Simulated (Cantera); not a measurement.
Input (Python, Cantera) and output of one run.

```python
import numpy as np
import cantera as ct

gas_names = """
    Mg MgN MgO Mg2 N NO NO2 NO3 N2 N2O O O2 O3
""".split()
cond_names = """
    Mg(cr) Mg(L) MgO(s) MgO(L)
""".split()


# ... load() reads the species with a 1 bar reference pressure and builds the phases ...
atoms = {
    'MgO': {'Mg': 1, 'O': 1},
    'N2': {'N': 2},
}
top_T = {}  # K; cautious upper limits of use, not melting points


# ... equilibrate(T, P, feed) seeds the gas with the atoms and calls Mixture.equilibrate('TP', solver="vcs", rtol=1e-11, max_steps=5000) ...
results = []
feed = {'MgO': 1, 'N2': 0.2}  # mol
P = 1000  # Pa
for T in [2373, 2473, 2573, 2673, 2773, 2873, 2973]:
    mix = equilibrate(T, P, feed)
    results.append((T, P, feed, dict(zip(mix.species_names, mix.species_moles))))

top = {s: max(r[3][s] / sum(r[3][g] for g in gas_names) for r in results) for s in gas_names}
cols = sorted((s for s in top if top[s] > 0.001), key=lambda s: -top[s])[:5]
seen = [c for c in cond_names if any(r[3].get(c, 0) > 1e-12 for r in results)]
print("log10 of partial pressures in bar; condensed amounts in mol")
print(f"{'T/K':>10s}" + "".join(f"{s[:9]:>10s}" for s in cols + seen))
for T, P, feed, n in results:
    ng = sum(n[g] for g in gas_names)
    print(f"{T:10.4g}" + "".join(f"{np.log10(max(n[s] / ng * P / 1e5, 1e-99)):10.3f}" for s in cols)
          + "".join(f"{n.get(c, 0):10.4g}" for c in seen))
```

Output:

```
log10 of partial pressures in bar; condensed amounts in mol
       T/K        N2        Mg         O        O2       MgO    MgO(s)
      2373    -2.028    -3.428    -4.083    -3.916    -5.008    0.9918
      2473    -2.080    -3.006    -3.636    -3.478    -4.431    0.9756
      2573    -2.230    -2.618    -3.226    -3.077    -3.899    0.9148
      2673    -2.973    -2.282    -2.857    -2.730    -3.444         0
      2773    -2.989    -2.291    -2.717    -2.811    -3.543         0
      2873    -3.005    -2.302    -2.604    -2.921    -3.654         0
      2973    -3.020    -2.312    -2.518    -3.062    -3.778         0
```

Equilibrium computed with Cantera from the NASA thermochemical tables; the gas is ideal and each condensed phase is pure.
